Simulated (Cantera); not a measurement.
A closed system holds: 1 mol CaO, 4.2 mol HF, 7 mol O₂, 2.3 mol F₂, at 950 K and 0.320 bar.

These are equilibrium values from Cantera (NASA tables, ideal gas, pure condensed phases), not measurements of a reactor. Candidate condensed phases: Ca, CaF₂, CaO, Ca(OH)₂, H₂O; 29 gas species. Kinetics and transport are ignored.

Base state: O₂ 0.568, HF 0.318, F₂ 0.0836, F 0.0298, FO₂ 6.64e-5 (mole fractions); condensed: CaF₂(s).

Problem. What changes in the equilibrium state with this change: pressure from 0.320 bar to 15.0 mbar?

Solution. 
```
species        before    after
------------  -------  -------
O₂              0.568    0.548
HF              0.318    0.307
F              0.0298    0.101
F₂             0.0836   0.0447
FO₂           6.64e-5  1.01e-5
CaF₂(s), mol     1.00     1.00
```
